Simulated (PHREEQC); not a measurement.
Solution (25 °C): 0.000118 mol Li2CO3 per kg of water. Closed to the air; pH follows from the charge balance.

The numbers come from PHREEQC with the ion-association model, wateq4f.dat.

No solid was allowed to form.

**Question.** What pH, ionic strength does the model give?

**Answer.** pH 9.91; ionic strength 0.000270 mol/kgw.

**Question.** In which forms is C present?

**Answer.** HCO3- 71 %, CO3-2 29 % of the C.
